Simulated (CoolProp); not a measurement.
R21 along the isotherm 199.85 °C: Z from the reference equation and from simpler models built on Tc = 179.6 °C, pc = 52.89 bar, ω = 0.206; each cubic takes its own stable root.

Values from CoolProp's reference Helmholtz-energy equation of state, Platzer 1990. This equation is an older, rougher fit; its heat capacities, sound speeds and derivatives of the liquid may be far off and weren't checked against measurements.

```json
[
 {"p (bar)": "0.418", "phase": "gas", "reference": "0.9977"},
 {"p (bar)": "0.675", "phase": "gas", "reference": "0.9963"},
 {"p (bar)": "1.09", "phase": "gas", "reference": "0.9941"},
 {"p (bar)": "1.76", "phase": "gas", "reference": "0.9904"},
 {"p (bar)": "2.85", "phase": "gas", "reference": "0.9843"},
 {"p (bar)": "4.6", "phase": "gas", "reference": "0.9745"},
 {"p (bar)": "7.43", "phase": "gas", "reference": "0.9582"},
 {"p (bar)": "12", "phase": "gas", "reference": "0.9310"},
 {"p (bar)": "19.4", "phase": "gas", "reference": "0.8840"},
 {"p (bar)": "31.4", "phase": "gas", "reference": "0.7983"},
 {"p (bar)": "50.7", "phase": "gas", "reference": "0.6195"},
 {"p (bar)": "81.8", "phase": "supercritical", "reference": "0.3023"},
 {"p (bar)": "132", "phase": "supercritical", "reference": "0.3865"}
]
```

Problem. How far does each simpler model (van der Waals, Redlich-Kwong, Soave-Redlich-Kwong, Peng-Robinson) lie from the reference over these 13 states: mean and median of the absolute difference, and the worst?

Solution. 
- van der Waals: mean 5.0 %, median 0.3 %, worst +32.7 % at 199.85 °C and 132 bar
- Redlich-Kwong: mean 1.9 %, median 0.2 %, worst +12.5 % at 199.85 °C and 81.8 bar
- Soave-Redlich-Kwong: mean 2.6 %, median 0.1 %, worst +17.8 % at 199.85 °C and 81.8 bar
- Peng-Robinson: mean 1.4 %, median 0.6 %, worst +8.4 % at 199.85 °C and 81.8 bar
